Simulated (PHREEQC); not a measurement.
Dissolve 0.0091 mol/kgw NaF and 0.064 mol/kgw FeCl2 at 20 °C. Closed to the air; pH follows from the charge balance.

Equilibrium calculation in PHREEQC: ion-association model, phreeqc.dat.

| Item | Result |
|---|---|
| pH | 6.09 |
| ionic strength | 0.192 mol/kgw |
| specific conductance | 10900 µS/cm |
| density | 1.006 g/cm³ |

| species | molality | activity | log γ |
|---|---|---|---|
| Cl- | 0.125 | 0.0899 | -0.142 |
| Fe+2 | 0.0593 | 0.0198 | -0.476 |
| Na+ | 0.00908 | 0.00683 | -0.124 |
| F- | 0.00764 | 0.00544 | -0.147 |
| FeCl+ | 0.00328 | 0.00246 | -0.125 |
| FeF+ | 0.00144 | 0.00108 | -0.125 |
| NaF | 2.04e-5 | 2.14e-5 | 0.019 |
| FeOH+ | 7.02e-6 | 5.22e-6 | -0.129 |
| HF | 5.84e-6 | 6.11e-6 | 0.019 |
| H+ | 1.02e-6 | 8.19e-7 | -0.097 |
| HF2- | 1.63e-7 | 1.22e-7 | -0.125 |
| OH- | 1.17e-8 | 8.33e-9 | -0.147 |

This is a speciation only: nothing precipitates in the calculation. Fluoro complexes past AlF4- and FeF3 are missing from the database.
